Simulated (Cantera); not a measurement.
An isothermal plug-flow reactor at 825 K and 270000 Pa (inlet), inlet velocity 0.2 m/s, active area per volume 270 1/m; feed 0.297 % CO, 15.9 % O2, 83.8 % N2, equivalence ratio 0.0093.

Model: Deutschmann's 1995 Pt surface mechanism with GRI-Mech 3.0 gas chemistry, integrated in Cantera. Catalytic surfaces can have several steady states; this one follows from the mechanism file's or the stated starting coverage. Mass transfer to the wall is taken as infinitely fast.

One state of this run: x CO = 0.00258; x O2 = 0.159; x H2O = <1e-12; x CO2 = 0.000392; θ free Pt = 0.0314; θ O* = 0.968. x: gas mole fraction; θ: surface coverage.

Question: Which value of z (m) does it belong to?
A. 0.00032
B. 0.0032
C. 0.001
D. 0.0018

Answer: A, 0.00032
